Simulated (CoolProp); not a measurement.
Computed with CoolProp (reference Helmholtz-energy equation of state, Kamei 1995).

### Question
For R22, give the phase and the density (kg/m³), cp (kJ/(kg K)), expansivity (1/kK), viscosity (µPa s) at 359.6 K and 359 kPa; 359.6 K and 1860 kPa.

### Answer
- 359.6 K and 359 kPa: gas; density 10.7, cp 0.741, expansivity 3.06, viscosity 16.6
- 359.6 K and 1860 kPa: gas; density 63.9, cp 0.883, expansivity 4.94, viscosity 16.9

Viscosity comes from a separate model (Bell 2016), an estimate that may be off by 10 % or more.
